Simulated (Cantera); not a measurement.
What does this Cantera script print?

```python
import numpy as np
import cantera as ct

gas = ct.Solution("gri30.yaml")
gas.TPX = 500, 13332, {'CH3OH': 1, 'O2': 1.07, 'N2': 4.03}
flame = ct.FreeFlame(gas, width=0.16)
flame.set_refine_criteria(ratio=3, slope=0.08, curve=0.16)
flame.transport_model = "mixture-averaged"
flame.solve(loglevel=0, auto=True)
z, T = flame.grid, flame.T
thick = (T[-1] - T[0]) / np.gradient(T, z).max()
show = ['CH3OH', 'O2', 'CO', 'NO2', 'CH2CO', 'CH3']
print(f"laminar burning velocity  {flame.velocity[0] * 100:.3f} cm/s")
print(f"burnt temperature         {T[-1]:.1f} K")
print(f"thermal thickness         {thick * 1e3:.4f} mm")
print(f"grid points               {len(z)}")
z0 = z[flame.heat_release_rate.argmax()]
print(f"{'z/mm':>9s}{'T/K':>9s}{'u/(m/s)':>9s}" + "".join(f"{s:>11s}" for s in show))
rows = []
for k in (-3, -2, -1.5, -1, -0.5, -0.25, 0, 0.25, 0.5, 1, 2, 4, 8):
    zz = z0 + k * thick
    rows.append([k * thick, np.interp(zz, z, T), np.interp(zz, z, flame.velocity),
                 *(np.interp(zz, z, flame.X[gas.species_index(s)]) for s in show)])
    print(f"{rows[-1][0] * 1e3:9.3f}{rows[-1][1]:9.1f}{rows[-1][2]:9.3f}" + "".join(f"{x:11.3e}" for x in rows[-1][3:]))
```

Output:

```
laminar burning velocity  133.496 cm/s
burnt temperature         2147.0 K
thermal thickness         1.5257 mm
grid points               155
     z/mm      T/K  u/(m/s)      CH3OH         O2         CO        NO2      CH2CO        CH3
   -4.577    500.3    1.341  1.632e-01  1.746e-01  1.323e-05  4.594e-11  1.577e-10  2.335e-12
   -3.051    503.0    1.358  1.620e-01  1.732e-01  1.345e-04  5.805e-10  2.849e-09  2.540e-11
   -2.289    514.2    1.400  1.602e-01  1.709e-01  6.561e-04  3.351e-09  2.272e-08  1.708e-10
   -1.526    589.7    1.638  1.529e-01  1.627e-01  4.586e-03  2.760e-08  3.210e-07  5.666e-09
   -0.763    961.6    2.805  1.130e-01  1.284e-01  2.937e-02  1.333e-07  4.176e-06  2.094e-06
   -0.381   1333.2    4.050  6.217e-02  9.226e-02  6.093e-02  1.191e-07  1.157e-05  5.458e-05
    0.000   1691.5    5.348  1.156e-02  5.641e-02  9.821e-02  2.305e-08  2.260e-05  4.208e-04
    0.381   1823.0    5.830  3.578e-04  3.380e-02  1.070e-01  6.148e-10  8.416e-06  2.645e-04
    0.763   1852.0    5.917  2.609e-06  1.949e-02  9.961e-02  2.592e-11  9.075e-07  3.864e-05
    1.526   1875.7    5.964  7.641e-10  8.251e-03  8.646e-02  2.291e-11  6.214e-09  6.466e-07
    3.051   1895.2    5.993  6.762e-13  4.882e-03  7.562e-02  2.558e-11  5.065e-12  6.854e-10
    6.103   1914.1    6.036  2.197e-16  4.162e-03  7.217e-02  3.158e-11  2.906e-15  1.426e-13
   12.206   1940.5    6.106  8.935e-17  3.623e-03  7.205e-02  4.387e-11  2.028e-18  8.551e-15
```

Cantera simulation using GRI-Mech 3.0 (53 species, 325 reactions); the numbers are that mechanism's predictions, not measurements. GRI-Mech 3.0 was tuned for natural gas; its chemistry of methanol as a main component is partial and can be far from experiment. Burning velocities carry a grid error of a few per cent, more on coarse grids.
